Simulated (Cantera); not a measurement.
A perfectly stirred reactor is fed with CH4 : N2 = 1 : 2.1 (molar parts), at 0.230 bar; it is held at 1075 K, and followed from long to short residence time.

Model: GRI-Mech 3.0 (53 species, 325 reactions), integrated in Cantera. GRI-Mech 3.0 stops at C3 and has no aromatics, soot or wall deposition, so with more carbon than oxygen in the feed, carbon stays in small species such as C2H2 where larger ones or solid carbon would form.

### Question
What does this change do: temperature 1075 to 1448 K?

### Answer
```
quantity                before     after
---------------------  -------  --------
x(CH4) at τ = 1.70 s     0.323     0.249
x(H) at τ = 1.70 s      <1e-12   1.94e-6
x(CH3) at τ = 1.70 s   9.24e-8  0.000116
x(C2H) at τ = 1.70 s    <1e-12  8.29e-10
x(H2) at τ = 1.70 s    2.42e-7    0.0824
x(CH4) at τ = 61.0 ms    0.323     0.319
x(H) at τ = 61.0 ms     <1e-12   1.11e-7
x(CH3) at τ = 61.0 ms  1.64e-8  0.000147
x(C2H) at τ = 61.0 ms   <1e-12  1.63e-11
x(H2) at τ = 61.0 ms   8.42e-9   0.00312
```
